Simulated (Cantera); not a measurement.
## Equilibrium for silicon carbide growth: CH3SiCl3 + C2H4 + H2 + C3H8

Charge: 1 mol CH3SiCl3, 0.37 mol C2H4, 5.7 mol H2, 0.048 mol C3H8, equilibrated at 1600 K and 0.0170 bar.

Cantera equilibrium calculation (NASA polynomials, part measured and part estimated; ideal gas, pure solids and liquids). Candidate condensed phases: C, C6H6, C7H8, C8H18, Si, SiC; 109 gas species. The feed counts by its element totals alone. The tables' values for SiCl3 are old estimates; treat these amounts as uncertain. Rates play no part.

The x(H2) comes out as 0.694 and the x(HCl) comes out as 0.301. The x(SiCl2) is 0.00472. The x(H) is 0.000347 and the x(SiCl3) is 0.000304. The x(Cl) is 0.000119 and the x(SiCl4) is 4.80e-5. The x(C2H2 (acetylene)) is 1.91e-5. The x(SiHCl3) is 1.60e-5. The n(C(graphite)) comes out as 0.933 mol and the n(SiC(s)) is 0.951 mol. The gas amount is 9.632 mol and the log10 activity of Si(s) (absent) is -1.98.
